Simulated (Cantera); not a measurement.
# Moist CO burnout

A perfectly stirred reactor is fed with 1.30 % CO, 4.63 % O2, 1.48 % H2O, 92.6 % N2, at 1.20 bar; it is held at 1275 K, and followed from long to short residence time.

Model: GRI-Mech 3.0 (53 species, 325 reactions), integrated in Cantera.

```
τ (s)       x CO    x O2   x H2O      x H       x O     x NO2     x H2
------  --------  ------  ------  -------  --------  --------  -------
0.60    0.000172  0.0401  0.0149  4.70e-7   9.66e-6   1.19e-8  2.26e-6
0.38    0.000234  0.0402  0.0149  7.36e-7   1.31e-5   9.75e-9  3.10e-6
0.24    0.000319  0.0402  0.0149  1.15e-6   1.79e-5   7.68e-9  4.26e-6
0.16    0.000419  0.0403  0.0149  1.71e-6   2.35e-5   6.06e-9  5.64e-6
0.10    0.000574  0.0403  0.0149  2.68e-6   3.22e-5   4.48e-9  7.79e-6
0.065   0.000763  0.0404  0.0149  4.04e-6   4.29e-5   3.35e-9  1.04e-5
0.041    0.00103  0.0405  0.0148  6.21e-6   5.79e-5   2.43e-9  1.42e-5
0.027    0.00135  0.0407  0.0148  9.11e-6   7.56e-5   1.82e-9  1.87e-5
0.017    0.00180  0.0409  0.0148  1.37e-5  0.000101   1.34e-9  2.50e-5
0.011    0.00234  0.0411  0.0148  1.99e-5  0.000131   1.03e-9  3.25e-5
0.0070   0.00305  0.0414  0.0148  2.86e-5  0.000169  7.97e-10  4.17e-5
```
x: mole fraction; the columns are a selection and need not sum to one.
